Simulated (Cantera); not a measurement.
A perfectly stirred reactor is fed with CH₄ : H₂ : CO₂ = 0.015 : 1 : 0.013 (molar parts), at 18000 Pa; it is held at 1673 K, and followed from long to short residence time.

Computed with Cantera and GRI-Mech 3.0 (53 species, 325 reactions).

x: mole fraction; the columns are a selection and need not sum to one.

```json
[
 {"τ (s)": "13", "x CH₄": "0.00419", "x H₂": "0.966", "x CO₂": "8.89e-5", "x HO₂": "<1e-12", "x H": "0.000263", "x C₂H": "5.64e-9", "x C₂H₄": "4.47e-5"},
 {"τ (s)": "3.0", "x CH₄": "0.00679", "x H₂": "0.964", "x CO₂": "0.000228", "x HO₂": "<1e-12", "x H": "0.000261", "x C₂H": "4.74e-9", "x C₂H₄": "3.94e-5"},
 {"τ (s)": "0.70", "x CH₄": "0.0102", "x H₂": "0.963", "x CO₂": "0.000797", "x HO₂": "<1e-12", "x H": "0.000257", "x C₂H": "2.69e-9", "x C₂H₄": "2.64e-5"},
 {"τ (s)": "0.16", "x CH₄": "0.0130", "x H₂": "0.964", "x CO₂": "[?]", "x HO₂": "<1e-12", "x H": "0.000252", "x C₂H": "9.44e-10", "x C₂H₄": "[?]"},
 {"τ (s)": "0.039", "x CH₄": "0.0141", "x H₂": "0.967", "x CO₂": "0.00697", "x HO₂": "<1e-12", "x H": "0.000240", "x C₂H": "2.24e-10", "x C₂H₄": "1.04e-5"},
 {"τ (s)": "0.0091", "x CH₄": "0.0145", "x H₂": "0.971", "x CO₂": "0.0110", "x HO₂": "<1e-12", "x H": "0.000195", "x C₂H": "2.40e-11", "x C₂H₄": "6.03e-6"},
 {"τ (s)": "0.0021", "x CH₄": "0.0146", "x H₂": "0.972", "x CO₂": "[?]", "x HO₂": "<1e-12", "x H": "[?]", "x C₂H": "<1e-12", "x C₂H₄": "[?]"}
]
```

Question: Complete the blanks.

Answer: 
- 0.16, x CO₂: 0.00282
- 0.16, x C₂H₄: 1.56e-5
- 0.0021, x CO₂: 0.0124
- 0.0021, x H: 9.27e-5
- 0.0021, x C₂H₄: 9.03e-7
